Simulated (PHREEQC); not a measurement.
4.1 g of hydrous ferric oxide (600 m²/g; 0.2 weak and 0.005 strong sites per Fe, Dzombak-Morel constants, diffuse double layer) in 1 kg of water with 0.001 mol/kgw of an inert sodium salt and 0.00014 mol/kgw PbCl2, at 25 °C; the pH is set by adding NaOH or the inert anion's acid. Oxygen alone is held at its pressure in air (log pO2 = -0.68). No CO2 enters from the air. No solid was allowed to form.

Computed with PHREEQC (ion-association model, wateq4f.dat).

```
pH     Pb sorbed (%)  surface charge σ (C/m²)  surface potential ψ (mV)
-----  -------------  -----------------------  ------------------------
4               89.3                    0.162                       200
4.67            99.0                    0.089                       179
5.33            99.9                    0.045                       153
6              100.0                    0.021                       120
6.67           100.0                    0.010                        84
7.33           100.0                    0.004                        47
8.67           100.0                   -0.003                       -31
9.33           100.0                   -0.008                       -68
10             100.0                   -0.018                      -105
10.67          100.0                   -0.041                      -138
11.33          100.0                   -0.094                      -162
12             100.0                   -0.206                      -172
```
